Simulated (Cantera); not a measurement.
# Metals in furnace atmospheres: Pb + CO2 + CO

A closed system holds: 1 mol Pb, 11 mol CO2, 15 mol CO, held at 8300 Pa.

Method: chemical equilibrium by Gibbs-energy minimisation in Cantera with the NASA 1993 tables (ideal gas, pure condensed phases). Candidate condensed phases: C, Pb, PbO, PbO2, Pb3O4; 15 gas species. Kinetics and transport are ignored.

At 550 °C the condensed part is C(graphite) + Pb(l). From 700 °C to 1000 °C the condensed part is Pb(l). From 1150 °C to 1450 °C nothing is condensed. The main Pb-bearing gas is Pb throughout.

| T (°C) | log p CO2 | log p CO | log p Pb | log p PbO | log p Pb2 | log p O2 | log p O | n C(graphite) | n Pb(l) |
|---|---|---|---|---|---|---|---|---|---|
| 550 | -1.30 | -1.49 | -6.87 | <-13 | <-13 | <-13 | <-13 | 3.00 | 1.000 |
| 700 | -1.45 | -1.32 | -5.06 | -11.13 | -10.74 | <-13 | <-13 | 0 | 0.997 |
| 850 | -1.46 | -1.32 | -3.74 | -8.69 | -8.53 | <-13 | <-13 | 0 | 0.943 |
| 1000 | -1.46 | -1.33 | -2.74 | -6.84 | -6.86 | <-13 | <-13 | 0 | 0.412 |
| 1150 | -1.47 | -1.34 | -2.51 | -5.94 | -6.68 | -11.95 | -11.84 | 0 | 0 |
| 1300 | -1.47 | -1.34 | -2.51 | -5.40 | -6.89 | -9.98 | -9.97 | 0 | 0 |
| 1450 | -1.47 | -1.34 | -2.51 | -4.96 | -7.07 | -8.37 | -8.43 | 0 | 0 |
log p: log10 of the partial pressure in bar; n: condensed amount in mol.
